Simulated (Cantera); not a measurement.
**BN + N2 (sublimation and decomposition of ceramics)**

A closed system holds: 1 mol BN, 8 mol N2, at 1 atm.

Method: chemical equilibrium by Gibbs-energy minimisation in Cantera with the NASA 1993 tables (ideal gas, pure condensed phases). Candidate condensed phases: B, BN; 5 gas species. Rates play no part.

```csv
T (°C),log p N2,log p B,log p BN,log p N,log p B2,n BN(s),n B(l)
1600,0.01,-10.26,-10.07,-9.89,<-11,1.00,0
1675,0.01,-9.40,-9.30,-9.38,<-11,1.00,0
1750,0.01,-8.60,-8.59,-8.90,<-11,1.00,0
1825,0.01,-7.87,-7.93,-8.46,<-11,1.00,0
1900,0.01,-7.18,-7.32,-8.04,<-11,1.000,0
1975,0.01,-6.54,-6.74,-7.66,<-11,1.000,0
2050,0.01,-5.94,-6.21,-7.30,-11.06,1.000,0
2125,0.01,-5.38,-5.71,-6.96,-10.15,1.000,0
2200,0.01,-4.85,-5.24,-6.64,-9.29,1.000,0
2275,0.01,-4.35,-4.80,-6.34,-8.48,1.000,0
2350,0.01,-3.89,-4.39,-6.06,-7.72,0.999,0
2425,0.01,-3.45,-4.00,-5.79,-7.01,0.996,0
2500,0.01,-3.04,-3.63,-5.54,-6.35,0,0.990
2575,0.00,-2.79,-3.43,-5.30,-6.00,0,0.983
```
log p: log10 of the partial pressure in bar; n: condensed amount in mol.

From 1600 °C to 2425 °C the condensed part is BN(s). From 2500 °C to 2575 °C the condensed part is B(l).
